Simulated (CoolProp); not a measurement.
Vapour-liquid equilibrium of n-heptane (1) + toluene (2) at 19.4 kPa; x and y are mole fractions of (1).

The numbers come from the multi-fluid Helmholtz-energy mixture model, Span 2003 and Lemmon 2006; pair parameters Bell 2016 in CoolProp.

```json
[
 {"x": "0.05", "bubble temperature (°C)": "59.7", "y at the bubble point": "0.103", "dew temperature at overall composition x (°C)": "60.4", "liquid density (mol/L)": "8.836"},
 {"x": "0.125", "bubble temperature (°C)": "57.9", "y at the bubble point": "0.224", "dew temperature at overall composition x (°C)": "59.3", "liquid density (mol/L)": "8.615"},
 {"x": "0.2", "bubble temperature (°C)": "56.5", "y at the bubble point": "0.321", "dew temperature at overall composition x (°C)": "58.2", "liquid density (mol/L)": "8.400"},
 {"x": "0.275", "bubble temperature (°C)": "55.4", "y at the bubble point": "0.402", "dew temperature at overall composition x (°C)": "57.1", "liquid density (mol/L)": "8.194"},
 {"x": "0.35", "bubble temperature (°C)": "54.5", "y at the bubble point": "0.472", "dew temperature at overall composition x (°C)": "56.1", "liquid density (mol/L)": "7.994"},
 {"x": "0.425", "bubble temperature (°C)": "53.7", "y at the bubble point": "0.536", "dew temperature at overall composition x (°C)": "55.1", "liquid density (mol/L)": "7.803"},
 {"x": "0.5", "bubble temperature (°C)": "53.1", "y at the bubble point": "0.596", "dew temperature at overall composition x (°C)": "54.1", "liquid density (mol/L)": "7.619"},
 {"x": "0.575", "bubble temperature (°C)": "52.6", "y at the bubble point": "0.654", "dew temperature at overall composition x (°C)": "53.3", "liquid density (mol/L)": "7.442"},
 {"x": "0.65", "bubble temperature (°C)": "52.1", "y at the bubble point": "0.712", "dew temperature at overall composition x (°C)": "52.6", "liquid density (mol/L)": "7.272"},
 {"x": "0.725", "bubble temperature (°C)": "51.7", "y at the bubble point": "0.770", "dew temperature at overall composition x (°C)": "52.0", "liquid density (mol/L)": "7.109"},
 {"x": "0.8", "bubble temperature (°C)": "51.3", "y at the bubble point": "0.830", "dew temperature at overall composition x (°C)": "51.5", "liquid density (mol/L)": "6.952"},
 {"x": "0.875", "bubble temperature (°C)": "51.0", "y at the bubble point": "0.891", "dew temperature at overall composition x (°C)": "51.1", "liquid density (mol/L)": "6.801"},
 {"x": "0.95", "bubble temperature (°C)": "50.8", "y at the bubble point": "0.956", "dew temperature at overall composition x (°C)": "50.8", "liquid density (mol/L)": "6.656"}
]
```

No azeotrope shows between x = 0.05 and 0.95.

The pair parameters rest on a limited set of measurements; away from them the model extrapolates.
